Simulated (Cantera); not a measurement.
A perfectly stirred reactor is fed with C3H8 : O2 : N2 = 1 : 5.38 : 20.2 (molar parts), equivalence ratio 0.93, at 9.87 atm; it is adiabatic with a 648 K inlet, and is followed from long to short residence time, starting on the burning branch (τ in s: 0.068, 0.034, 0.017, 0.0087, 0.0044, 0.0022, 0.0011, 0.00056, 0.00028, 0.00014, 7.1e-05).

Model: GRI-Mech 3.0 (53 species, 325 reactions), integrated in Cantera. GRI-Mech 3.0 was tuned for natural gas; its chemistry of propane as a main component is partial and can be far from experiment.

**Question.** What does this change do: inlet temperature 648 to 600 K?

**Answer.** 
```csv
quantity,before,after
"blow-out, bracketed by the residence times tried","burning at 71.0 µs, the shortest tried","burning at 71.0 µs, the shortest tried"
x(C3H8) at τ = 68.0 ms,2.58e-8,2.88e-8
x(O2) at τ = 68.0 ms,0.0147,0.0145
x(NO) at τ = 68.0 ms,0.00480,0.00437
x(N2O) at τ = 68.0 ms,9.19e-7,8.71e-7
x(CH2) at τ = 68.0 ms,1.33e-8,1.42e-8
x(C3H8) at τ = 2.20 ms,7.32e-7,8.11e-7
x(O2) at τ = 2.20 ms,0.0171,0.0170
x(NO) at τ = 2.20 ms,0.00160,0.00130
x(N2O) at τ = 2.20 ms,1.03e-6,9.94e-7
x(CH2) at τ = 2.20 ms,3.68e-7,3.89e-7
```

**Question.** What does this change do: pressure from 9.87 atm to 3.26 atm?

**Answer.** 
| quantity | before | after |
|---|---|---|
| blow-out, bracketed by the residence times tried | burning at 71.0 µs, the shortest tried | burning at 71.0 µs, the shortest tried |
| x(C3H8) at τ = 68.0 ms | 2.58e-8 | 5.74e-8 |
| x(O2) at τ = 68.0 ms | 0.0147 | 0.0165 |
| x(NO) at τ = 68.0 ms | 0.00480 | 0.00430 |
| x(N2O) at τ = 68.0 ms | 9.19e-7 | 5.35e-7 |
| x(CH2) at τ = 68.0 ms | 1.33e-8 | 3.34e-8 |
| x(C3H8) at τ = 2.20 ms | 7.32e-7 | 1.47e-6 |
| x(O2) at τ = 2.20 ms | 0.0171 | 0.0205 |
| x(NO) at τ = 2.20 ms | 0.00160 | 0.00101 |
| x(N2O) at τ = 2.20 ms | 1.03e-6 | 5.60e-7 |
| x(CH2) at τ = 2.20 ms | 3.68e-7 | 7.57e-7 |

**Question.** What does this change do: inlet temperature 648 to 823 K?

**Answer.** 
| quantity | before | after |
|---|---|---|
| blow-out, bracketed by the residence times tried | burning at 71.0 µs, the shortest tried | burning at 71.0 µs, the shortest tried |
| x(C3H8) at τ = 68.0 ms | 2.58e-8 | 1.76e-8 |
| x(O2) at τ = 68.0 ms | 0.0147 | 0.0159 |
| x(NO) at τ = 68.0 ms | 0.00480 | 0.00634 |
| x(N2O) at τ = 68.0 ms | 9.19e-7 | 1.12e-6 |
| x(CH2) at τ = 68.0 ms | 1.33e-8 | 1.02e-8 |
| x(C3H8) at τ = 2.20 ms | 7.32e-7 | 5.11e-7 |
| x(O2) at τ = 2.20 ms | 0.0171 | 0.0180 |
| x(NO) at τ = 2.20 ms | 0.00160 | 0.00317 |
| x(N2O) at τ = 2.20 ms | 1.03e-6 | 1.19e-6 |
| x(CH2) at τ = 2.20 ms | 3.68e-7 | 2.94e-7 |
